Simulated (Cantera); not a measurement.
# Fluorocarbon and chlorocarbon gases: CHF₃ + HCl

Feed: 1 mol CHF₃, 0.023 mol HCl, equilibrated at 0.133 bar.

Equilibrium computed with Cantera from the NASA thermochemical tables; the gas is ideal and each condensed phase is pure. Candidate condensed phases: C, C₆H₆, C₇H₈, C₈H₁₈; 118 gas species. The tables' values for C₂F₄ are old estimates; treat these amounts as uncertain. Gases not in the tables: C₂F₆ and larger saturated fluorocarbons. Kinetics and transport are ignored.

From 1975 K to 2675 K the condensed part is C(graphite). The main C-bearing gas is CF₄ at 1975 K and CF₂ at 2675 K. The share of C in condensed phases is highest at 1975 K (49.5 %) and lowest at 2575 K (29.9 %).

```
T (K)   x HF   x CF₄   x CF₂      x F    x Cl      x CF    x CF₃  n C(graphite)
-----  -----  ------  ------  -------  ------  --------  -------  -------------
1975   0.657   0.310  0.0138  0.00300  0.0130   1.23e-5  0.00168          0.495
2075   0.650   0.295  0.0302  0.00752  0.0135   4.98e-5  0.00313          0.483
2175   0.635   0.269  0.0598   0.0171  0.0136  0.000175  0.00531          0.462
2275   0.609   0.226   0.107   0.0354  0.0133  0.000538  0.00804          0.427
2375   0.572   0.168   0.168   0.0666  0.0126   0.00145   0.0106          0.378
2475   0.528   0.103   0.230    0.113  0.0117   0.00341   0.0115          0.327
2575   0.485  0.0495   0.266    0.171  0.0108   0.00698   0.0102          0.299
2675   0.452  0.0190   0.264    0.234  0.0101    0.0126  0.00731          0.313
```
x: gas mole fraction; n: condensed amount in mol.
